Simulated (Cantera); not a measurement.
An adiabatic, constant-volume homogeneous reactor starts with 40.3 % H2, 12.6 % O2, 47.1 % N2, at 1300 K and 0.987 atm.

Cantera simulation using GRI-Mech 3.0 (53 species, 325 reactions); the numbers are that mechanism's predictions, not measurements.

Task: Predict: time of steepest temperature rise; temperature at 8.00 s; equilibrium temperature; x(H2) at 8.00 s; x(O2) at 8.00 s; x(HO2) at 8.00 s; x(NO) at 8.00 s; x(H2O2) at 8.00 s; x(OH) at 8.00 s.

Result: 
```
Quantity                                                             Value
---------------------------------  ---------------------------------------
time of steepest temperature rise                                  28.7 µs
temperature at 8.00 s                                               2951 K
equilibrium temperature                                             2951 K
x(H2) at 8.00 s                        0.166 (gas-phase equilibrium 0.166)
x(O2) at 8.00 s                    0.00160 (gas-phase equilibrium 0.00160)
x(HO2) at 8.00 s                   1.89e-6 (gas-phase equilibrium 1.89e-6)
x(NO) at 8.00 s                    0.00319 (gas-phase equilibrium 0.00319)
x(H2O2) at 8.00 s                  2.30e-7 (gas-phase equilibrium 2.30e-7)
x(OH) at 8.00 s                      0.0186 (gas-phase equilibrium 0.0186)
```
